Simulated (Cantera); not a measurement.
Input: 1 mol Si3N4, 0.026 mol N2, held at 1.00 bar.

These are equilibrium values from Cantera (NASA tables, ideal gas, pure condensed phases), not measurements of a reactor. Candidate condensed phases: Si, Si3N4; 7 gas species. The tables' values for SiN are old estimates; treat these amounts as uncertain. Equilibrium is a limit: real reactors are often held back by kinetics, nucleation or transport. All values below are at 2875 K.

Base state: N2 0.938, Si 0.0541, SiN 0.00324, Si2 0.00232, Si2N 0.00229, Si3 0.000353 (mole fractions); condensed: Si(l).

Task: What changes in the equilibrium state with this change: pressure from 1.00 bar to 5.60 Pa?

Result: 
| species | before | after |
|---|---|---|
| Si | 0.0541 | 0.597 |
| N2 | 0.938 | 0.403 |
| N | 5.82e-6 | 0.000509 |
| SiN | 0.00324 | 0.000175 |
| Si3 | 0.000353 | 1.48e-9 |
| Si2N | 0.00229 | 7.63e-8 |
| Si(l), mol | 2.85 | 0 |
